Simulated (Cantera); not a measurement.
Input: 1 mol Ti, 14 mol CO, 240 mol H2, at 5.10 bar.

Equilibrium computed with Cantera from the NASA thermochemical tables; the gas is ideal and each condensed phase is pure. Candidate condensed phases: C, C6H6, C7H8, C8H18, H2O, Ti, TiC, TiO, TiO2, Ti2O3, Ti3O5, Ti4O7; 113 gas species. Mutual solubility and eutectic melting of coexisting phases are not modelled. TiC: taken at fixed stoichiometry. Equilibrium is a limit: real reactors are often held back by kinetics, nucleation or transport.

At 1873 K, list the 5 most abundant gas species with their mole fractions, and the condensed phases.

H2 0.946, CO 0.0525, H2O 0.000573, H 0.000278, CH4 0.000248. Condensed: TiC(s) + Ti2O3(s).
